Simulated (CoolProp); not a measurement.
Vapour-liquid equilibrium of R125 (1) + propane (2) at -10.65 °C; x and y are mole fractions of (1).

The numbers come from the multi-fluid Helmholtz-energy mixture model, Lemmon 2005 and Lemmon 2009; pair parameters Bell 2016 in CoolProp.

```json
[
 {"x": "0.05", "bubble pressure (MPa)": "0.4087", "y at the bubble point": "0.196", "dew pressure at overall composition x (MPa)": "0.3538", "liquid density (mol/L)": "12.19"},
 {"x": "0.2", "bubble pressure (MPa)": "0.5263", "y at the bubble point": "0.429", "dew pressure at overall composition x (MPa)": "0.4104", "liquid density (mol/L)": "11.86"},
 {"x": "0.35", "bubble pressure (MPa)": "0.5715", "y at the bubble point": "0.516", "dew pressure at overall composition x (MPa)": "0.4827", "liquid density (mol/L)": "11.60"},
 {"x": "0.5", "bubble pressure (MPa)": "0.5890", "y at the bubble point": "0.569", "dew pressure at overall composition x (MPa)": "0.5644", "liquid density (mol/L)": "11.41"},
 {"x": "0.65", "bubble pressure (MPa)": "0.5919", "y at the bubble point": "0.625", "dew pressure at overall composition x (MPa)": "0.5889", "liquid density (mol/L)": "11.30"},
 {"x": "0.8", "bubble pressure (MPa)": "0.5748", "y at the bubble point": "0.710", "dew pressure at overall composition x (MPa)": "0.5446", "liquid density (mol/L)": "11.29"},
 {"x": "0.95", "bubble pressure (MPa)": "0.5118", "y at the bubble point": "0.889", "dew pressure at overall composition x (MPa)": "0.4895", "liquid density (mol/L)": "11.36"}
]
```

y crosses x between x = 0.5 and 0.65: the model has an azeotrope there.

Pair parameters are fitted to limited data, so mixtures are less certain than the pure fluids.
